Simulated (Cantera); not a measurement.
A closed system holds: 1 mol PbO, 0.97 mol C, 0.95 mol CO, 0.5 mol CH4, at 15.0 mbar.

These are equilibrium values from Cantera (NASA tables, ideal gas, pure condensed phases), not measurements of a reactor. Candidate condensed phases: C, C6H6, C7H8, C8H18, H2O, Pb, PbO, PbO2, Pb3O4; 113 gas species. The numbers say what is thermodynamically allowed, not how fast it happens.

Over these rows the condensed part is C(graphite). Partial pressures as log10 of bar:

```
T (K)  1000/T (1/K)  log p C2H2 (acetylene)  log p CO  log p Pb  log p H2
-----  ------------  ----------------------  --------  --------  --------
1773         0.5640                   -6.28     -2.13     -2.42     -2.42
1873         0.5339                   -5.93     -2.13     -2.42     -2.42
1973         0.5068                   -5.62     -2.13     -2.42     -2.43
2073         0.4824                       ?     -2.13     -2.42     -2.43
2173         0.4602                   -5.10     -2.13     -2.42     -2.44
2273         0.4399                   -4.88     -2.14     -2.43     -2.46
```

Q: Fit log p(C2H2 (acetylene)) = a + b·(1000/T) to the five rows, give the apparent enthalpy, and predict the row at 2073 K.

A: Means: 1000/T = 0.5010, log p = -5.562. Sxy = -0.118197, Sxx = 0.0104829, so b = -11.28 and a = -5.562 − (-11.28)×0.5010 = 0.09.
Apparent enthalpy: −19.145 × (-11.28) = 216 kJ/mol. With the condensed phases at unit activity, 2 C(graphite) + H2(g) = C2H2 (acetylene)(g) links this pressure to the main gases: over the six rows their terms move log p by -0.04 in all, so the slope is close to that reaction's ΔH°. The five rows lie within 0.01 of the line.
Prediction at 2073 K: 0.09 + (-11.28)×0.4824 = -5.35. The computed value is -5.34, 0.01 from the line.
